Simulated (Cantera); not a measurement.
Input: 1 mol C₃H₆, 0.056 mol O₂, 98 mol H₂, at 1625 K.

Equilibrium computed with Cantera from the NASA thermochemical tables; the gas is ideal and each condensed phase is pure. Candidate condensed phases: C, C₆H₆, C₇H₈, C₈H₁₈, H₂O; 110 gas species. The ideal-gas law is rough above about 30 bar. Equilibrium is a limit: real reactors are often held back by kinetics, nucleation or transport.

Problem. Which condensed phases are stable at each of these points (P (Pa)): 10, 72, 520, 3700, 27000, 190000, 1400000, 10000000?

Solution. 
```csv
P (Pa),condensed phases,C condensed (%)
10,C(graphite),96.0
72,C(graphite),96.0
520,C(graphite),96.0
3700,C(graphite),95.8
27000,C(graphite),94.7
190000,C(graphite),86.7
1400000,C(graphite),30.5
10000000,gas only,0.0
```

From 0.0750 Torr to 10500 Torr the condensed part is C(graphite). At 75000 Torr nothing is condensed.
